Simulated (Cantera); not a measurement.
Input: 1 mol Al2O3, 0.46 mol H2, 0.52 mol N2, at 998.15 K and 160000 Pa.

Method: chemical equilibrium by Gibbs-energy minimisation in Cantera with the NASA 1993 tables (ideal gas, pure condensed phases). Candidate condensed phases: Al, AlN, Al2O3, H2O; 35 gas species. Rates play no part.

Task: What is the equilibrium state?

Result: 
- x(N2) = 0.531
- x(H2) = 0.469
- x(NH3) = 0.000221
- n(Al2O3(s)) = 1.00 mol
- gas amount = 0.9798 mol
- log10 activity of Al(l) (absent) = -11.06
